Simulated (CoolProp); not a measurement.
Cyclopentane along the isotherm 42.15 °C: density (kg/m³) from the reference equation and from simpler models built on Tc = 238.6 °C, pc = 4.583 MPa, ω = 0.202; each cubic takes its own stable root.

Computed with CoolProp (reference Helmholtz-energy equation of state, Gedanitz 2015).

```json
[
 {"p (MPa)": "0.687", "phase": "liquid", "reference": "723.8", "van der Waals": "461.1", "Redlich-Kwong": "…", "Soave-Redlich-Kwong": "693.3", "Peng-Robinson": "782.9"},
 {"p (MPa)": "1.37", "phase": "liquid", "reference": "724.6", "van der Waals": "463.0", "Redlich-Kwong": "…", "Soave-Redlich-Kwong": "694.4", "Peng-Robinson": "783.9"},
 {"p (MPa)": "2.06", "phase": "liquid", "reference": "…", "van der Waals": "464.8", "Redlich-Kwong": "680.4", "Soave-Redlich-Kwong": "695.5", "Peng-Robinson": "785.0"},
 {"p (MPa)": "2.75", "phase": "liquid", "reference": "726.1", "van der Waals": "466.6", "Redlich-Kwong": "681.7", "Soave-Redlich-Kwong": "696.6", "Peng-Robinson": "786.0"},
 {"p (MPa)": "3.44", "phase": "liquid", "reference": "726.9", "van der Waals": "468.2", "Redlich-Kwong": "683.0", "Soave-Redlich-Kwong": "697.7", "Peng-Robinson": "787.0"},
 {"p (MPa)": "4.12", "phase": "liquid", "reference": "727.6", "van der Waals": "469.8", "Redlich-Kwong": "684.3", "Soave-Redlich-Kwong": "698.7", "Peng-Robinson": "788.0"},
 {"p (MPa)": "4.81", "phase": "liquid", "reference": "728.3", "van der Waals": "471.4", "Redlich-Kwong": "685.5", "Soave-Redlich-Kwong": "699.7", "Peng-Robinson": "…"},
 {"p (MPa)": "5.5", "phase": "liquid", "reference": "729.1", "van der Waals": "472.9", "Redlich-Kwong": "686.7", "Soave-Redlich-Kwong": "700.8", "Peng-Robinson": "790.0"},
 {"p (MPa)": "6.19", "phase": "liquid", "reference": "729.8", "van der Waals": "474.3", "Redlich-Kwong": "…", "Soave-Redlich-Kwong": "701.8", "Peng-Robinson": "790.9"},
 {"p (MPa)": "6.87", "phase": "liquid", "reference": "730.5", "van der Waals": "475.7", "Redlich-Kwong": "689.1", "Soave-Redlich-Kwong": "702.7", "Peng-Robinson": "791.9"}
]
```

**Question.** Complete the blanks.

**Answer.** 
- 0.687, Redlich-Kwong: 677.6
- 1.37, Redlich-Kwong: 679.0
- 2.06, reference: 725.4
- 4.81, Peng-Robinson: 789.0
- 6.19, Redlich-Kwong: 687.9
